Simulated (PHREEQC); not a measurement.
# Polishing slurry liquid: an equilibrium model

Consider water at 25 °C with 0.0032 mol/kgw HNO3, 0.0013 mol/kgw K2SO4 and 6.1e-05 mol/kgw H3BO3. Closed to the air; pH follows from the charge balance.

The numbers come from PHREEQC with the ion-association model, phreeqc.dat.

```json
{
  "pH": "2.56",
  "ionic_strength": "0.00663 mol/kgw",
  "specific_conductance": "1540 µS/cm",
  "total_alkalinity": "-3.20 meq/kg"
}
```

```json
[
 {"species": "NO3-", "molality": "0.00320", "activity": "0.00293", "log γ": "-0.038"},
 {"species": "H+", "molality": "0.00298", "activity": "0.00276", "log γ": "-0.033"},
 {"species": "K+", "molality": "0.00259", "activity": "0.00237", "log γ": "-0.038"},
 {"species": "SO4-2", "molality": "0.00106", "activity": "0.000759", "log γ": "-0.147"},
 {"species": "HSO4-", "molality": "0.000222", "activity": "0.000204", "log γ": "-0.037"},
 {"species": "H3BO3", "molality": "6.10e-5", "activity": "6.11e-5", "log γ": "0.001"},
 {"species": "KSO4-", "molality": "1.38e-5", "activity": "1.26e-5", "log γ": "-0.036"}
]
```

Precipitation was switched off in this run.
